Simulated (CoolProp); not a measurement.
The numbers come from the reference Helmholtz-energy equation of state, McLinden 2015 in CoolProp.

Q: Give the vapour pressure (bar), liquid density (kg/m³), vapour density (kg/m³), enthalpy of vaporisation (kJ/kg) of saturated the fluoroketone C6F12O (FK-5-1-12) at 226.5, 244.3 K.

A: 
```csv
T (K),p (bar),liquid density (kg/m³),vapour density (kg/m³),enthalpy of vaporisation (kJ/kg)
226.5,0.00551,1800,0.0926,114
244.3,0.0217,1760,0.339,109
```
